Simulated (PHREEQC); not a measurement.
A solution holds 0.19 mol HCl and 0.0066 mol FeCl2 per kg of water, at 83 °C. It is in equilibrium with CO2 at log p = -3.4 (atm). Otherwise closed; pH follows from the charge balance.

The numbers come from PHREEQC with the Pitzer model, pitzer.dat.

Question: The ionic strength comes out as 0.210 mol/kgw. What activity coefficients do Cl-, Fe+2, H+ get?

Answer: Cl- 0.69, Fe+2 0.25, H+ 0.75. Single-ion values are on the MacInnes scale.

No solid was allowed to form. Away from 25 °C the constants follow the database's enthalpies or fits; those with neither stay at their 25 °C values.
